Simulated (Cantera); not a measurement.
**Ammonia decomposition in nitride growth gas**

A perfectly stirred reactor is fed with NH3 : N2 : H2 = 1 : 10 : 0.047 (molar parts), at 1.00 bar; it is held at 2300 K, and followed from long to short residence time.

Detailed kinetics in Cantera: the gas-phase N/H chemistry of the illustrative SiF4/NH3 mechanism in the Surface Chemkin manual (1991). Walls and surfaces, which speed up NH3 decomposition in real reactors, are not modelled.

| τ (s) | x NH3 | x H | x NH2 | x N2H4 | x NH |
|---|---|---|---|---|---|
| 11 | 3.07e-5 | 0.00342 | 2.62e-6 | <1e-12 | 1.55e-6 |
| 1.8 | 8.70e-5 | 0.00319 | 6.92e-6 | 2.70e-12 | 3.80e-6 |
| 0.28 | 0.000499 | 0.00207 | 2.57e-5 | 3.71e-11 | 9.01e-6 |
| 0.044 | 0.00466 | 0.000935 | 0.000113 | 7.21e-10 | 1.81e-5 |
| 0.0069 | 0.0242 | 0.000451 | 0.000361 | 7.37e-9 | 3.18e-5 |
| 0.0011 | 0.0628 | 0.000169 | 0.000776 | 3.40e-8 | 3.92e-5 |
| 0.00017 | 0.0848 | 5.34e-5 | 0.00109 | 6.70e-8 | 2.90e-5 |
x: mole fraction; the columns are a selection and need not sum to one.
